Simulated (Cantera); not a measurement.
Feed: 1 mol C₃H₈, 0.51 mol CO₂, 2.5 mol N₂, equilibrated at 2398 K and 0.0133 bar.

Equilibrium computed with Cantera from the NASA thermochemical tables; the gas is ideal and each condensed phase is pure. Candidate condensed phases: C, C₆H₆, C₇H₈, C₈H₁₈, H₂O; 136 gas species. Equilibrium is a limit: real reactors are often held back by kinetics, nucleation or transport.

**Question.** What is the equilibrium state?

**Answer.** 
```json
{
 "x(H₂)": "0.448",
 "x(N₂)": "0.306",
 "x(CO)": "0.129",
 "x(H)": "0.0913",
 "x(HCN)": "0.0201",
 "x(C₂H₂ (acetylene))": "0.00309",
 "x(HNC)": "0.00208",
 "x(CN)": "0.000204",
 "x(C₂H)": "3.61e-5",
 "n(C(graphite))": "2.26 mol",
 "gas_amount": "7.881 mol"
}
```
